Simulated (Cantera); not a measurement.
Source: NASA polynomial tables (part measured, part estimated), evaluated in Cantera. Values are per mole of reaction as written; species without (g) are pure solids or liquids, kept so even where they would boil at 1 bar.

Mg + O(g) ⇌ MgO

```json
[
 {"T (K)": "300", "ΔH° (kJ)": "-850.4", "ΔS° (J/K)": "-166.7", "ΔG° (kJ)": "-800.4", "log10 K": "139.36", "condensed phases": "Mg(s), MgO(s)"},
 {"T (K)": "1050", "ΔH° (kJ)": "___", "ΔS° (J/K)": "___", "ΔG° (kJ)": "___", "log10 K": "___", "condensed phases": "Mg(l), MgO(s)"},
 {"T (K)": "1100", "ΔH° (kJ)": "-861.5", "ΔS° (J/K)": "-180.7", "ΔG° (kJ)": "-662.7", "log10 K": "31.47", "condensed phases": "Mg(l), MgO(s)"},
 {"T (K)": "1150", "ΔH° (kJ)": "-861.6", "ΔS° (J/K)": "-180.8", "ΔG° (kJ)": "-653.7", "log10 K": "29.69", "condensed phases": "Mg(l), MgO(s)"},
 {"T (K)": "1200", "ΔH° (kJ)": "___", "ΔS° (J/K)": "___", "ΔG° (kJ)": "___", "log10 K": "___", "condensed phases": "Mg(l), MgO(s)"},
 {"T (K)": "1250", "ΔH° (kJ)": "-861.9", "ΔS° (J/K)": "-181.1", "ΔG° (kJ)": "-635.6", "log10 K": "26.56", "condensed phases": "Mg(l), MgO(s)"},
 {"T (K)": "1300", "ΔH° (kJ)": "-862.1", "ΔS° (J/K)": "-181.2", "ΔG° (kJ)": "-626.5", "log10 K": "25.17", "condensed phases": "Mg(l), MgO(s)"},
 {"T (K)": "1350", "ΔH° (kJ)": "___", "ΔS° (J/K)": "___", "ΔG° (kJ)": "___", "log10 K": "___", "condensed phases": "Mg(l), MgO(s)"}
]
```

What belongs in the gaps?


- 1050, ΔH° (kJ): -861.3
- 1050, ΔS° (J/K): -180.5
- 1050, ΔG° (kJ): -671.7
- 1050, log10 K: 33.42
- 1200, ΔH° (kJ): -861.8
- 1200, ΔS° (J/K): -181.0
- 1200, ΔG° (kJ): -644.6
- 1200, log10 K: 28.06
- 1350, ΔH° (kJ): -862.2
- 1350, ΔS° (J/K): -181.3
- 1350, ΔG° (kJ): -617.5
- 1350, log10 K: 23.89
